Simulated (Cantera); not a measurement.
An isothermal, constant-pressure homogeneous reactor starts with CH4 : H2 = 1 : 63 (molar parts), at 1750 K and 0.0128 atm. Integrator tolerance rtol = 1e-08.

Computed with Cantera and GRI-Mech 3.0 (53 species, 325 reactions). GRI-Mech 3.0 stops at C3 and has no aromatics, soot or wall deposition, so with more carbon than oxygen in the feed, carbon stays in small species such as C2H2 where larger ones or solid carbon would form. Radical loss at walls, strong at low pressure, is not modelled.

**Question.** What does this change do: 2.5 parts H2O added?

**Answer.** 
```
quantity                                             before                                     after
-----------------  ----------------------------------------  ----------------------------------------
x(CH4) at 10.0 s   0.000687 (gas-phase equilibrium 9.46e-5)  0.00133 (gas-phase equilibrium 3.29e-11)
x(H2) at 10.0 s         0.990 (gas-phase equilibrium 0.990)       0.956 (gas-phase equilibrium 0.962)
x(C2H2) at 10.0 s   0.00733 (gas-phase equilibrium 0.00763)    0.00415 (gas-phase equilibrium <1e-12)
x(C2H4) at 10.0 s   3.21e-6 (gas-phase equilibrium 3.26e-6)    2.01e-6 (gas-phase equilibrium <1e-12)
x(CH2) at 10.0 s    6.20e-8 (gas-phase equilibrium 8.80e-9)    1.18e-7 (gas-phase equilibrium <1e-12)
x(C2H) at 10.0 s    1.05e-7 (gas-phase equilibrium 1.11e-7)    5.89e-8 (gas-phase equilibrium <1e-12)
```
